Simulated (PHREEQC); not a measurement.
PHREEQC input (ion-association model, wateq4f.dat):

```
SOLUTION_MASTER_SPECIES
  An  An-  0  An  62.0  # stands for a non-complexing anion
SOLUTION_SPECIES
  An- = An-
    -log_k 0
    -gamma 3.0 0
PHASES
  Fix_H+
    H+ = H+
    -log_k 0
SOLUTION 1
  temp 25
  units mmol/kgw
  pH 7 charge
  Na 10
  An 10
END
SELECTED_OUTPUT 1
  -reset false
  -pH true
  -pe true
  -ionic_strength true
  -water true
  -totals Na
  -molalities Hfo_wOH Hfo_wOH2+ Hfo_wO- Hfo_sOH Hfo_sOH2+ Hfo_sO-
USER_PUNCH 1
  -headings sigma psi
  10 PUNCH EDL("sigma", "Hfo"), EDL("psi", "Hfo")
PRINT
  -reset false
USE solution 1
SURFACE 1
  Hfo_wOH 5.16854e-05 600 0.023
  Hfo_sOH 1.29213e-06
EQUILIBRIUM_PHASES 1
  Fix_H+ -3 HAn 10
    -force_equality true
  O2(g) -0.68 10
END
# ... the last block is repeated for the other 12 points of pH, with NaOH or the acid as the point needs
```

Selected output (columns that matter, 13 of 13 rows; pH added in front):

```
pH	mu	Na	m_Hfo_wOH	m_Hfo_wOH2+	m_Hfo_wO-	m_Hfo_sOH	m_Hfo_sOH2+	m_Hfo_sO-	sigma	psi
3	0.011122	0.01	6.3879e-06	4.5277e-05	2.0646e-08	1.597e-07	1.1319e-06	5.1616e-10	0.32435	0.20347
3.67	0.010252	0.01	1.58e-05	3.5725e-05	1.6009e-07	3.95e-07	8.9312e-07	4.0021e-09	0.2549	0.19319
4.33	0.010064	0.01	2.5641e-05	2.5452e-05	5.9176e-07	6.4103e-07	6.3631e-07	1.4794e-08	0.17818	0.17529
5	0.010019	0.01	3.3003e-05	1.7235e-05	1.4477e-06	8.2506e-07	4.3088e-07	3.6192e-08	0.11315	0.15216
5.67	0.010007	0.01	3.7124e-05	1.1911e-05	2.6506e-06	9.2809e-07	2.9778e-07	6.6264e-08	0.066372	0.12504
6.33	0.010003	0.01	3.8884e-05	8.9169e-06	3.8844e-06	9.721e-07	2.2292e-07	9.711e-08	0.036068	0.094623
7	0.010001	0.01	3.9491e-05	7.3003e-06	4.894e-06	9.8728e-07	1.8251e-07	1.2235e-07	0.017246	0.060526
7.67	0.01	0.01	3.9655e-05	6.4172e-06	5.6136e-06	9.9136e-07	1.6043e-07	1.4034e-07	0.0057601	0.02431
8.33	0.010003	0.010003	3.967e-05	5.8117e-06	6.2033e-06	9.9175e-07	1.4529e-07	1.5508e-07	-0.0028067	-0.012177
9	0.010012	0.010013	3.9572e-05	5.1566e-06	6.9569e-06	9.8929e-07	1.2891e-07	1.7392e-07	-0.012903	-0.048802
9.67	0.010054	0.010056	3.9165e-05	4.2477e-06	8.2727e-06	9.7912e-07	1.0619e-07	2.0682e-07	-0.028848	-0.083721
10.33	0.010242	0.010246	3.7874e-05	3.055e-06	1.0757e-05	9.4684e-07	7.6374e-08	2.6891e-07	-0.055198	-0.11516
11	0.011125	0.011132	3.4368e-05	1.7367e-06	1.558e-05	8.592e-07	4.3418e-08	3.8951e-07	-0.099219	-0.14278
```

The oxide is taken as insoluble; below pH 4 it would dissolve.
